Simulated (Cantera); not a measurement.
# Low-pressure radical oxidation in H2/O2

An isothermal, constant-pressure homogeneous reactor starts with H2 : O2 = 0.012 : 1 (molar parts), at 1325 K and 0.00810 bar.

Model: GRI-Mech 3.0 (53 species, 325 reactions), integrated in Cantera. Radical loss at walls, strong at low pressure, is not modelled.

```csv
t (s),x H2,x O2,x H2O2,x H2O,x O,x HO2,x H
0.000200,0.0119,0.988,1.73e-12,1.99e-9,9.80e-9,1.11e-8,3.29e-9
0.000773,0.0119,0.988,2.48e-11,5.54e-8,8.61e-8,4.29e-8,1.22e-8
0.00299,0.0118,0.988,3.20e-10,8.17e-6,7.48e-6,1.70e-7,8.50e-7
0.0116,0.000115,0.977,1.24e-8,0.0107,0.0101,4.32e-7,0.000520
0.0447,5.42e-5,0.977,9.77e-9,0.0109,0.00986,3.84e-7,0.000434
0.173,4.61e-5,0.979,9.43e-9,0.0111,0.00831,3.55e-7,0.000337
0.669,2.69e-5,0.983,8.15e-9,0.0113,0.00476,2.71e-7,0.000147
2.59,7.20e-6,0.987,4.89e-9,0.0117,0.00124,1.28e-7,1.99e-5
10.0,9.32e-7,0.988,1.52e-9,0.0118,0.000159,3.27e-8,9.14e-7
```
x: mole fraction; the columns are a selection and need not sum to one.

Equilibrium at this temperature and pressure: H2 1.80e-8, O2 0.988, H2O2 7.06e-11, H2O 0.0119, O 3.06e-6, HO2 1.56e-8, H 2.45e-9 (gas phase only).
